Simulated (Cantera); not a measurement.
A perfectly stirred reactor is fed with C3H8 : O2 : N2 = 1 : 4.55 : 17.1 (molar parts), equivalence ratio 1.1, at 2.80 bar; it is adiabatic with a 350 K inlet, and is followed from long to short residence time, starting on the burning branch (τ in s: 0.18, 0.068, 0.025, 0.0094, 0.0035, 0.0013, 0.00048, 0.00018, 6.6e-05, 2.5e-05).

Cantera simulation using GRI-Mech 3.0 (53 species, 325 reactions); the numbers are that mechanism's predictions, not measurements. GRI-Mech 3.0 was tuned for natural gas; its chemistry of propane as a main component is partial and can be far from experiment.

Predict: blow-out, bracketed by the residence times tried; x(C3H8) at τ = 0.180 s; x(O2) at τ = 0.180 s; x(H2O2) at τ = 0.180 s; x(CH4) at τ = 0.180 s; x(NO) at τ = 0.180 s; x(C3H8) at τ = 1.30 ms; x(O2) at τ = 1.30 ms; x(H2O2) at τ = 1.30 ms; x(CH4) at τ = 1.30 ms; x(NO) at τ = 1.30 ms.


- blow-out, bracketed by the residence times tried = burning at 66.0 µs, out at 25.0 µs
- x(C3H8) at τ = 0.180 s = 5.03e-8
- x(O2) at τ = 0.180 s = 0.000702
- x(H2O2) at τ = 0.180 s = 3.41e-8
- x(CH4) at τ = 0.180 s = 5.47e-7
- x(NO) at τ = 0.180 s = 0.000721
- x(C3H8) at τ = 1.30 ms = 3.68e-6
- x(O2) at τ = 1.30 ms = 0.00552
- x(H2O2) at τ = 1.30 ms = 1.79e-7
- x(CH4) at τ = 1.30 ms = 5.92e-6
- x(NO) at τ = 1.30 ms = 0.000422
